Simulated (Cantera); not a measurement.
Feed: 1 mol Si2Cl6, 0.59 mol N2, 16 mol H2, held at 1875 °C.

These are equilibrium values from Cantera (NASA tables, ideal gas, pure condensed phases), not measurements of a reactor. Candidate condensed phases: NH4Cl, Si, Si3N4; 28 gas species. The feed counts by its element totals alone. Gases not in the tables: Si2H6 and higher silanes. Kinetics and transport are ignored.

What share of the Si ends up in condensed phases as a function of P (Pa), at 5, 15, 45, 140, 410, 1200, 3700, 11000, 33000, 100000?


```
P (Pa)  Si condensed (%)     as
------  ----------------  -----
5                    0.0      -
15                   0.0      -
45                   0.0      -
140                  0.0      -
410                  0.0      -
1200                 5.9  Si(l)
3700                20.7  Si(l)
11000               25.7  Si(l)
33000               27.6  Si(l)
100000              28.3  Si(l)
```
